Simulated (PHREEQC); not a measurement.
**Acid rinse or clean (model solution)**

Solution (18 °C): 0.0079 mol HBr, 0.031 mol CuSO4 and 0.051 mol KCl per kg of water. Closed to the air; pH follows from the charge balance.

The numbers come from PHREEQC with the ion-association model, wateq4f.dat.

Precipitation was switched off in this run.

Question: What pH does the model give?

Answer: pH 2.38.

Question: In which forms is Cl present?

Answer: Cl- 98 %, CuCl+ 1.5 % of the Cl.
